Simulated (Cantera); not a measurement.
An isothermal, constant-pressure homogeneous reactor starts with 26.5 % H2, 58.8 % O2, 14.7 % N2, equivalence ratio 0.23, at 1100 K and 10.00 Torr.

Cantera simulation using the H2/O2 subset of GRI-Mech 3.0, which has no nitrogen chemistry; the numbers are that mechanism's predictions, not measurements. Radical loss at walls, strong at low pressure, is not modelled. The temperature is held fixed by assumption; the heat of reaction is taken as removed at once.

x: mole fraction; the columns are a selection and need not sum to one.

```csv
t (s),x H2,x O2,x H2O2,x HO2,x H2O,x OH
4.00e-5,0.265,0.588,<1e-12,7.25e-10,6.96e-11,6.78e-11
0.000112,0.265,0.588,<1e-12,2.03e-9,1.01e-9,3.52e-10
0.000312,0.265,0.588,7.37e-12,5.74e-9,2.04e-8,[?]
0.000871,0.265,0.588,7.30e-11,3.32e-8,3.79e-6,[?]
0.00243,0.0544,0.489,4.22e-7,8.52e-6,0.154,[?]
0.00679,0.0119,0.487,3.59e-7,1.07e-5,0.237,[?]
0.0190,0.00358,0.516,5.90e-7,1.12e-5,0.291,[?]
0.0529,0.000338,0.524,4.63e-7,5.39e-6,0.304,[?]
0.148,3.25e-5,0.525,1.80e-7,1.13e-6,0.305,[?]
0.413,5.10e-6,0.525,6.50e-8,2.33e-7,0.305,[?]
1.15,1.14e-6,0.525,2.43e-8,5.98e-8,0.305,[?]
3.22,3.12e-7,0.525,9.16e-9,1.82e-8,0.305,[?]
8.98,9.57e-8,0.525,3.43e-9,6.67e-9,0.305,[?]
25.1,3.16e-8,0.525,1.29e-9,3.68e-9,0.305,[?]
70.0,1.14e-8,0.525,5.07e-10,3.60e-9,0.305,[?]
```

Question: What belongs in the gaps?

Answer: 
- 0.000312, x OH: 3.34e-9
- 0.000871, x OH: 4.93e-7
- 0.00243, x OH: 0.00972
- 0.00679, x OH: 0.00668
- 0.0190, x OH: 0.00363
- 0.0529, x OH: 0.00106
- 0.148, x OH: 0.000334
- 0.413, x OH: 0.000137
- 1.15, x OH: 6.63e-5
- 3.22, x OH: 3.52e-5
- 8.98, x OH: 1.97e-5
- 25.1, x OH: 1.13e-5
- 70.0, x OH: 6.83e-6
